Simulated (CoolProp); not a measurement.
Vapour-liquid equilibrium of propane (1) + cyclohexane (2) at 12.55 °C; x and y are mole fractions of (1).

The numbers come from the multi-fluid Helmholtz-energy mixture model, Lemmon 2009 and Zhou 2014; pair parameters Bell 2016 in CoolProp.

```json
[
 {"x": "0.05", "bubble pressure (kPa)": "49.51", "y at the bubble point": "0.858", "dew pressure at overall composition x (kPa)": "7.590", "liquid density (mol/L)": "9.457"},
 {"x": "0.125", "bubble pressure (kPa)": "111.0", "y at the bubble point": "0.940", "dew pressure at overall composition x (kPa)": "8.238", "liquid density (mol/L)": "9.642"},
 {"x": "0.2", "bubble pressure (kPa)": "(withheld)", "y at the bubble point": "0.962", "dew pressure at overall composition x (kPa)": "9.007", "liquid density (mol/L)": "9.830"},
 {"x": "0.275", "bubble pressure (kPa)": "225.2", "y at the bubble point": "0.973", "dew pressure at overall composition x (kPa)": "9.934", "liquid density (mol/L)": "10.02"},
 {"x": "0.35", "bubble pressure (kPa)": "277.5", "y at the bubble point": "0.980", "dew pressure at overall composition x (kPa)": "(withheld)", "liquid density (mol/L)": "10.21"},
 {"x": "0.425", "bubble pressure (kPa)": "326.7", "y at the bubble point": "0.984", "dew pressure at overall composition x (kPa)": "12.51", "liquid density (mol/L)": "10.40"},
 {"x": "0.5", "bubble pressure (kPa)": "373.2", "y at the bubble point": "(withheld)", "dew pressure at overall composition x (kPa)": "(withheld)", "liquid density (mol/L)": "10.59"},
 {"x": "0.575", "bubble pressure (kPa)": "417.8", "y at the bubble point": "0.989", "dew pressure at overall composition x (kPa)": "16.87", "liquid density (mol/L)": "10.78"},
 {"x": "0.65", "bubble pressure (kPa)": "461.1", "y at the bubble point": "0.991", "dew pressure at overall composition x (kPa)": "20.44", "liquid density (mol/L)": "10.96"},
 {"x": "0.725", "bubble pressure (kPa)": "504.3", "y at the bubble point": "0.993", "dew pressure at overall composition x (kPa)": "25.93", "liquid density (mol/L)": "11.14"},
 {"x": "0.8", "bubble pressure (kPa)": "548.3", "y at the bubble point": "0.995", "dew pressure at overall composition x (kPa)": "35.42", "liquid density (mol/L)": "(withheld)"},
 {"x": "0.875", "bubble pressure (kPa)": "(withheld)", "y at the bubble point": "0.997", "dew pressure at overall composition x (kPa)": "55.87", "liquid density (mol/L)": "11.44"},
 {"x": "0.95", "bubble pressure (kPa)": "645.9", "y at the bubble point": "0.999", "dew pressure at overall composition x (kPa)": "(withheld)", "liquid density (mol/L)": "11.54"}
]
```

**Question.** Fill in the missing entries.

**Answer.** 
- 0.2, bubble pressure (kPa): 169.7
- 0.35, dew pressure at overall composition x (kPa): 11.07
- 0.5, y at the bubble point: 0.987
- 0.5, dew pressure at overall composition x (kPa): 14.37
- 0.8, liquid density (mol/L): 11.30
- 0.875, bubble pressure (kPa): 594.9
- 0.95, dew pressure at overall composition x (kPa): 131.7

No azeotrope shows between x = 0.05 and 0.95.

Pair parameters are fitted to limited data, so mixtures are less certain than the pure fluids. The gap from Raoult's law changes sign with composition, which may be real or a fault of the pair parameters; it wasn't checked against measurements.
